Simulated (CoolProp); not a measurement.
The fluid at 822.21 K and 0.808 MPa is throttled through a valve to 0.42 MPa with no heat exchange. The same conditions are run with several fluids, on thermodynamics alone (safety and materials aside).

The numbers come from the reference Helmholtz-energy equation of state of each fluid (dry air: Lemmon 2000; carbon dioxide: Span 1996; water: Wagner 2002; oxygen: Schmidt 1985; nitrogen: Span 2000) in CoolProp. Blends and air are pseudo-pure fits.

Problem. Rank dry air, carbon dioxide, water, oxygen, nitrogen by temperature change (K), highest first.

Solution. nitrogen (+0.2), dry air (+0.1), oxygen (+0.0), carbon dioxide (-0.3), water (-1.6)

| fluid | final density (kg/m³) |
|---|---|
| dry air | 1.78 |
| carbon dioxide | 2.70 |
| water | 1.11 |
| oxygen | 1.96 |
| nitrogen | 1.72 |

Above 300 K oxygen's equation is extrapolated.
